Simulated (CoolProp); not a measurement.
A closed Brayton cycle with carbon dioxide: compressor inlet 307.15 K and 10 MPa, high pressure 33.2 MPa, turbine inlet 860 K, compressor efficiency 0.85, turbine efficiency 0.85, recuperator effectiveness 0 (on enthalpy, no pinch check). Each further row changes one setting.

Values from CoolProp's reference Helmholtz-energy equation of state, Span 1996.

| case | thermal efficiency (%) | net work (kJ/kg) | compressor to turbine work | compressor exit (K) | turbine exit (K) |
|---|---|---|---|---|---|
| as stated | 15.8 | 119 | 0.22 | 339.6 | 720.6 |
| turbine inlet 810 K | 15.8 | 109 | 0.24 | 339.6 | 675.2 |
| compressor inlet 317.15 K | 16.1 | 111 | 0.28 | 371.4 | 720.6 |
| high pressure 28.2 MPa | 14.0 | 107 | 0.20 | 334.0 | 738.9 |
| recuperator effectiveness 0.5 | 23.2 | 119 | 0.22 | 339.6 | 720.6 |
